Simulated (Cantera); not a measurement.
A jet of 4.00 % CH₄, 17.0 % O₂, 79.0 % N₂, equivalence ratio 0.47 at 300 K and 0.118 atm hits a platinum plate 2.4 cm away at a mass flux of 0.061 kg/m²/s; the plate temperature is set and raised in steps from an oxygen-covered start.

Computed with Cantera and Deutschmann's 1995 Pt surface mechanism with GRI-Mech 3.0 gas chemistry. Catalytic surfaces can have several steady states; this one follows from the mechanism file's or the stated starting coverage.

x: mole fraction at the wall; θ: surface coverage.

| plate T (K) | wall x CH₄ | wall x O₂ | wall x H₂O | wall x OH | wall x CO | wall x CO₂ | θ free Pt | θ O* | θ OH* |
|---|---|---|---|---|---|---|---|---|---|
| 850 | 0.0353 | 0.160 | 0.00893 | <1e-8 | 8.60e-6 | 0.00580 | 0.116 | 0.883 | 0.000878 |
| 900 | 0.0302 | 0.149 | 0.0184 | ? | 1.06e-5 | 0.0120 | 0.173 | 0.826 | 0.00119 |
| 950 | 0.0242 | 0.136 | 0.0296 | ? | 1.18e-5 | 0.0193 | 0.238 | 0.761 | 0.00138 |
| 1000 | 0.0187 | 0.125 | 0.0397 | ? | 1.23e-5 | 0.0260 | 0.307 | 0.692 | 0.00144 |
| 1050 | 0.0145 | 0.116 | 0.0475 | ? | 1.27e-5 | 0.0312 | 0.376 | 0.622 | 0.00140 |
| 1100 | 0.0114 | 0.109 | 0.0530 | ? | 1.31e-5 | 0.0349 | 0.445 | 0.554 | 0.00130 |
| 1150 | 0.00917 | 0.105 | 0.0570 | ? | 1.38e-5 | 0.0375 | 0.510 | 0.489 | 0.00118 |
| 1200 | 0.00759 | 0.101 | 0.0597 | ? | 1.48e-5 | 0.0392 | 0.571 | 0.428 | 0.00105 |

Q: Some entries are withheld; supply them.

A: 
- 900, wall x OH: 2.58e-8
- 950, wall x OH: 8.54e-8
- 1000, wall x OH: 2.46e-7
- 1050, wall x OH: 6.11e-7
- 1100, wall x OH: 1.36e-6
- 1150, wall x OH: 2.78e-6
- 1200, wall x OH: 5.25e-6
